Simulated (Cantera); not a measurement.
MgO + CH4 + CO (carbothermic reduction)

Charge: 1 mol MgO, 2.9 mol CH4, 0.17 mol CO, at 0.000170 bar.

Method: chemical equilibrium by Gibbs-energy minimisation in Cantera with the NASA 1993 tables (ideal gas, pure condensed phases). Candidate condensed phases: C, C6H6, C7H8, C8H18, H2O, Mg, MgCO3, MgO, Mg(OH)2; 116 gas species. The tables' values for MgH are old estimates; treat these amounts as uncertain. Equilibrium is a limit: real reactors are often held back by kinetics, nucleation or transport.

| T (K) | x H2 | x CO | x Mg | x H | x CH4 | x MgH | x C2H2 (acetylene) | x H2O | n C(graphite) | n MgO(s) |
|---|---|---|---|---|---|---|---|---|---|---|
| 950 | 0.971 | 0.0285 | 1.73e-10 | 4.21e-8 | 2.69e-5 | <1e-12 | 2.67e-10 | 4.39e-6 | 2.90 | 1.00 |
| 1025 | 0.972 | 0.0285 | 5.90e-8 | 3.29e-7 | 1.18e-5 | 3.70e-12 | 2.14e-9 | 1.25e-6 | 2.90 | 1.00 |
| 1100 | 0.971 | 0.0285 | 8.97e-6 | 1.95e-6 | 5.76e-6 | 6.62e-10 | 1.29e-8 | 4.21e-7 | 2.90 | 1.000 |
| 1175 | 0.970 | 0.0291 | 0.000696 | 9.26e-6 | 3.06e-6 | 5.90e-8 | 6.18e-8 | 1.67e-7 | 2.90 | 0.996 |
| 1250 | 0.933 | 0.0473 | 0.0199 | 3.58e-5 | 1.63e-6 | 1.88e-6 | 2.35e-7 | 1.13e-7 | 2.78 | 0.876 |
| 1325 | 0.728 | 0.147 | 0.125 | 0.000107 | 6.04e-7 | 1.16e-5 | 6.19e-7 | 1.31e-7 | 1.90 | 0 |
| 1400 | 0.727 | 0.147 | 0.125 | 0.000318 | 3.89e-7 | 1.28e-5 | 1.83e-6 | 6.76e-8 | 1.90 | 0 |
| 1475 | 0.727 | 0.147 | 0.125 | 0.000848 | 2.61e-7 | 1.40e-5 | 4.85e-6 | 3.74e-8 | 1.90 | 0 |
x: gas mole fraction; n: condensed amount in mol.

From 950 K to 1250 K the condensed part is C(graphite) + MgO(s). From 1325 K to 1475 K the condensed part is C(graphite).
